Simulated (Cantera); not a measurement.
What does this Cantera script print?

```python
import numpy as np
import cantera as ct

gas_names = """
    CL2 ALCL3 Fe2CL6 FeCL2
""".split()
cond_names = """
    Ti(a) Ti(b) Ti(L) TiCL3(s) Cs(cr) Cs(L) CsCL(a) CsCL(b) CsCL(L) AL(cr) AL(L) Fe(a) Fe(c) Fe(d) Fe(L)
""".split()


# ... load() reads the species with a 1 bar reference pressure and builds the phases ...
species = {s.name: s for s in load("nasa_gas.yaml", gas_names) + load("nasa_condensed.yaml", cond_names)}
# Each term lists the table entries of one substance; the one whose range holds T is used.
reactions = {
    '0.6667 Ti + Cl2(g) = 0.6667 TiCl3':
        [(-0.6666666666666666, ['Ti(a)', 'Ti(b)', 'Ti(L)']), (-1, ['CL2']), (0.6666666666666666, ['TiCL3(s)'])],
    '2 Cs + Cl2(g) = 2 CsCl':
        [(-2, ['Cs(cr)', 'Cs(L)']), (-1, ['CL2']), (2, ['CsCL(a)', 'CsCL(b)', 'CsCL(L)'])],
    '0.6667 Al + Cl2(g) = 0.6667 AlCl3(g)':
        [(-0.6666666666666666, ['AL(cr)', 'AL(L)']), (-1, ['CL2']), (0.6666666666666666, ['ALCL3'])],
    '0.6667 Fe + Cl2(g) = 0.3333 Fe2Cl6(g)':
        [(-0.6666666666666666, ['Fe(a)', 'Fe(c)', 'Fe(d)', 'Fe(L)']), (-1, ['CL2']), (0.3333333333333333, ['Fe2CL6'])],
    'Fe + Cl2(g) = FeCl2(g)':
        [(-1, ['Fe(a)', 'Fe(c)', 'Fe(d)', 'Fe(L)']), (-1, ['CL2']), (1, ['FeCL2'])],
}


def pick(names, T):
    return next(species[n] for n in names if species[n].thermo.min_temp <= T <= species[n].thermo.max_temp)


results = []
for label, terms in reactions.items():
    print(label)
    print("     T/K   dH/kJ  dS/(J/K)   dG/kJ   log10 K")
    for T in [423, 473, 523, 573, 623, 673, 723, 773, 823, 873]:
        used = [(nu, pick(names, T)) for nu, names in terms]
        dH = sum(nu * s.thermo.h(T) for nu, s in used) / 1e6
        dS = sum(nu * s.thermo.s(T) for nu, s in used) / 1e3
        dG = dH - T * dS / 1e3
        logK = -dG * 1e6 / (ct.gas_constant * T * np.log(10))
        results.append((label, T, dH, dS, dG, logK, [s.name for _, s in used]))
        print(f"{T:8g} {dH:8.1f} {dS:8.1f} {dG:8.1f} {logK:8.2f}")
```

Result:

```
0.6667 Ti + Cl2(g) = 0.6667 TiCl3
     T/K   dH/kJ  dS/(J/K)   dG/kJ   log10 K
     423   -479.5   -145.7   -417.9    51.60
     473   -478.9   -144.3   -410.6    45.34
     523   -478.2   -143.0   -403.4    40.29
     573   -477.6   -141.9   -396.3    36.13
     623   -477.0   -140.8   -389.2    32.64
     673   -476.3   -139.9   -382.2    29.67
     723   -475.7   -139.0   -375.3    27.11
     773   -475.1   -138.1   -368.3    24.89
     823   -474.5   -137.3   -361.4    22.94
     873   -473.9   -136.6   -354.6    21.22
2 Cs + Cl2(g) = 2 CsCl
     T/K   dH/kJ  dS/(J/K)   dG/kJ   log10 K
     423   -888.8   -202.2   -803.3    99.19
     473   -888.2   -200.8   -793.2    87.60
     523   -887.4   -199.3   -783.2    78.22
     573   -886.5   -197.6   -773.3    70.49
     623   -885.4   -195.8   -763.5    64.01
     673   -884.2   -193.9   -753.7    58.50
     723   -882.9   -192.0   -744.1    53.76
     773   -873.8   -179.8   -734.8    49.65
     823   -872.2   -177.8   -725.9    46.07
     873   -870.6   -175.9   -717.1    42.90
0.6667 Al + Cl2(g) = 0.6667 AlCl3(g)
     T/K   dH/kJ  dS/(J/K)   dG/kJ   log10 K
     423   -390.0    -33.0   -376.0    46.43
     473   -390.1    -33.2   -374.4    41.34
     523   -390.2    -33.4   -372.7    37.22
     573   -390.3    -33.5   -371.0    33.82
     623   -390.4    -33.7   -369.4    30.97
     673   -390.5    -33.9   -367.7    28.54
     723   -390.6    -34.1   -366.0    26.44
     773   -390.8    -34.3   -364.3    24.61
     823   -391.0    -34.5   -362.5    23.01
     873   -391.2    -34.8   -360.8    21.59
0.6667 Fe + Cl2(g) = 0.3333 Fe2Cl6(g)
     T/K   dH/kJ  dS/(J/K)   dG/kJ   log10 K
     423   -217.4    -60.1   -191.9    23.70
     473   -217.1    -59.6   -188.9    20.86
     523   -216.9    -59.2   -186.0    18.57
     573   -216.8    -59.0   -183.0    16.68
     623   -216.7    -58.8   -180.1    15.10
     673   -216.6    -58.7   -177.1    13.75
     723   -216.6    -58.6   -174.2    12.58
     773   -216.6    -58.6   -171.3    11.57
     823   -216.6    -58.7   -168.3    10.68
     873   -216.8    -58.9   -165.4     9.90
Fe + Cl2(g) = FeCl2(g)
     T/K   dH/kJ  dS/(J/K)   dG/kJ   log10 K
     423   -141.4     47.9   -161.6    19.96
     473   -141.6     47.4   -164.0    18.11
     523   -141.9     46.8   -166.4    16.62
     573   -142.2     46.2   -168.7    15.38
     623   -142.6     45.6   -171.0    14.34
     673   -143.0     45.0   -173.3    13.45
     723   -143.5     44.3   -175.5    12.68
     773   -144.0     43.6   -177.7    12.01
     823   -144.6     42.8   -179.8    11.41
     873   -145.3     41.9   -182.0    10.89
```

Standard-state values (1 bar) from the NASA 1993 polynomials, evaluated with Cantera. Condensed species are held in their standard states even where they would react or evaporate.
